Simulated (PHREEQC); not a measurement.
Dissolve 16 mmol/kgw H2SO4, 1.4 mmol/kgw Cs2SO4 and 30 mmol/kgw ZnCl2 at 35 °C. Closed to the air; pH follows from the charge balance.

The numbers come from PHREEQC with the ion-association model, wateq4f.dat.

### Question
The ionic strength comes out as 0.105 mol/kgw. What activity coefficients do ZnCl+, Cs+, SO4-2, Zn(SO4)2-2, Zn+2 get?

### Answer
ZnCl+ 0.76, Cs+ 0.77, SO4-2 0.36, Zn(SO4)2-2 0.36, Zn+2 0.39.

This is a speciation only: nothing precipitates in the calculation. Species that the database lacks are ignored.
